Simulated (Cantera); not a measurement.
Mixture: 3.45 % C3H8, 20.3 % O2, 76.3 % N2, at 32.0 bar, adiabatic and at constant volume. Ignition delay is the time to a rise of 400 K.

Cantera simulation using GRI-Mech 3.0 (53 species, 325 reactions); the numbers are that mechanism's predictions, not measurements. GRI-Mech 3.0 was tuned for natural gas; its chemistry of propane as a main component is partial and can be far from experiment. The pressure lies above the range GRI-Mech 3.0 was tuned for (to about 10 atm).

Question: Predict: delay at 1100 K; delay at 1150 K; delay at 1200 K; delay at 1250 K; delay at 1300 K; delay at 1350 K; apparent activation energy between 1250 and 1350 K.

Answer: 
| Property | Result |
|---|---|
| delay at 1100 K | 3.28 ms |
| delay at 1150 K | 1.40 ms |
| delay at 1200 K | 0.617 ms |
| delay at 1250 K | 0.278 ms |
| delay at 1300 K | 0.129 ms |
| delay at 1350 K | 62.2 µs |
| apparent activation energy between 1250 and 1350 K | 210 kJ/mol |
